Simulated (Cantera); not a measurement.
Thermodynamics of chemical vapour transport, feed TiO2 + Cl2 + O2

Input: 1 mol TiO2, 0.027 mol Cl2, 0.068 mol O2, equilibrated at 0.130 bar.

Method: chemical equilibrium by Gibbs-energy minimisation in Cantera with the NASA 1993 tables (ideal gas, pure condensed phases). Candidate condensed phases: Ti, TiCl2, TiCl3, TiCl4, TiO, TiO2, Ti2O3, Ti3O5, Ti4O7; 15 gas species. Condensed phases not in the tables: TiOCl. Equilibrium is a limit: real reactors are often held back by kinetics, nucleation or transport.

From 775 °C to 1425 °C the condensed part is TiO2(rutile). The main Ti-bearing gas is TiCl4 throughout.

```csv
T (°C),log p O2,log p Cl2,log p Cl,log p ClO,log p TiCl4,n TiO2(rutile)
775,-1.03,-1.43,-3.83,-5.61,-7.67,1.00
825,-1.03,-1.43,-3.55,-5.38,-7.27,1.00
875,-1.03,-1.44,-3.29,-5.17,-6.91,1.00
925,-1.03,-1.44,-3.05,-4.97,-6.58,1.00
975,-1.03,-1.44,-2.84,-4.80,-6.28,1.00
1025,-1.04,-1.45,-2.64,-4.64,-6.01,1.000
1075,-1.04,-1.46,-2.46,-4.49,-5.77,1.000
1125,-1.04,-1.47,-2.29,-4.36,-5.55,1.000
1175,-1.04,-1.49,-2.14,-4.24,-5.36,1.000
1225,-1.05,-1.52,-2.00,-4.13,-5.20,1.000
1275,-1.05,-1.55,-1.87,-4.03,-5.06,1.000
1325,-1.06,-1.59,-1.76,-3.95,-4.95,1.000
1375,-1.07,-1.64,-1.66,-3.88,-4.88,1.000
1425,-1.08,-1.71,-1.57,-3.82,-4.84,1.000
```
log p: log10 of the partial pressure in bar; n: condensed amount in mol.
